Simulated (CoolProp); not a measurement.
Ethane along the isobar 3.96 MPa: density (kg/m³) from the reference equation and from simpler models built on Tc = 305.3 K, pc = 4.872 MPa, ω = 0.099; each cubic takes its own stable root.

The numbers come from the reference Helmholtz-energy equation of state, Bücker 2006 in CoolProp.

```tsv
T (K)	phase	reference	van der Waals	Redlich-Kwong
248	liquid	459.1	303.8	424.8
256.4	liquid	444.3	293.5	406.7
264.8	liquid	428.0	281.9	386.6
273.3	liquid	409.2	268.1	363.4
281.7	liquid	387.1	251.0	336.1
290.2	liquid	357.5	89.10	299.1
298.6	gas	85.41	76.54	83.27
307	gas	73.29	69.37	72.85
315.5	gas	66.15	64.16	66.19
323.9	gas	61.12	60.12	61.36
332.3	gas	57.20	56.80	57.54
340.8	gas	53.97	53.94	54.35
349.2	gas	51.27	51.50	51.67
357.6	gas	48.95	49.34	49.35
366.1	gas	46.88	47.39	47.28
374.5	gas	45.07	45.65	45.46
```

At some of these states van der Waals gives the other phase, because its saturation line lies elsewhere.
